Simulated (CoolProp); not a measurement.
R236FA along the isobar 13800 kPa: density (kg/m³) from the reference equation and from simpler models built on Tc = 124.9 °C, pc = 3191 kPa, ω = 0.377; each cubic takes its own stable root.

Computed with CoolProp (reference Helmholtz-energy equation of state, Pan 2012).

| T (°C) | phase | reference |
|---|---|---|
| -17.25 | liquid | 1529 |
| -7.75 | liquid | 1504 |
| 1.85 | liquid | 1479 |
| 11.45 | liquid | 1453 |
| 20.95 | liquid | 1427 |
| 30.55 | liquid | 1401 |
| 40.15 | liquid | 1374 |
| 49.75 | liquid | 1347 |
| 59.25 | liquid | 1319 |
| 68.85 | liquid | 1291 |
| 78.45 | liquid | 1262 |
| 88.05 | liquid | 1232 |
| 97.55 | liquid | 1202 |
| 107.15 | liquid | 1171 |
| 116.75 | liquid | 1139 |

Q: How far does each simpler model (van der Waals, Redlich-Kwong, Soave-Redlich-Kwong, Peng-Robinson) lie from the reference over these 15 states: mean and median of the absolute difference, and the worst?

A: 
- van der Waals: mean 34.3 %, median 34.6 %, worst -37.8 % at -17.25 °C and 13800 kPa
- Redlich-Kwong: mean 10.7 %, median 10.8 %, worst -11.6 % at -17.25 °C and 13800 kPa
- Soave-Redlich-Kwong: mean 8.1 %, median 8.0 %, worst -9.0 % at 116.75 °C and 13800 kPa
- Peng-Robinson: mean 3.1 %, median 3.3 %, worst +3.8 % at 40.15 °C and 13800 kPa
